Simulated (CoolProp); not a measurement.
A closed Brayton cycle with nitrogen: compressor inlet 329.15 K and 0.42 MPa, high pressure 1.09 MPa, turbine inlet 815 K, compressor efficiency 0.8, turbine efficiency 0.9, recuperator effectiveness 0 (on enthalpy, no pinch check). Each further row changes one setting.

Computed with CoolProp (reference Helmholtz-energy equation of state, Span 2000).

| case | thermal efficiency (%) | net work (kJ/kg) | compressor to turbine work | compressor exit (K) | turbine exit (K) |
|---|---|---|---|---|---|
| as stated | 12.8 | 49.7 | 0.73 | 457.5 | 649.2 |
| turbine inlet 765 K | 11.5 | 38.2 | 0.78 | 457.5 | 608.0 |
| compressor inlet 339.15 K | 12.2 | 45.6 | 0.75 | 471.3 | 649.2 |
| high pressure 0.926 MPa | 11.4 | 47.1 | 0.70 | 433.1 | 675.0 |
| recuperator effectiveness 0.5 | 17.3 | 49.7 | 0.73 | 457.5 | 649.2 |
